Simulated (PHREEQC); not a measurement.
Make-up at 55 °C: 0.071 mol/kgw MgCl2, 0.025 mol/kgw CaCl2 and 0.00063 mol/kgw LiCl. Closed to the air; pH follows from the charge balance.

The numbers come from PHREEQC with the ion-association model, phreeqc.dat.

Precipitation was switched off in this run.

**Question.** Predict the specific conductance.

**Answer.** specific conductance 29900 µS/cm.

Complexes and solids missing from the database can't appear. Away from 25 °C the constants follow the database's enthalpies or fits; those with neither stay at their 25 °C values.
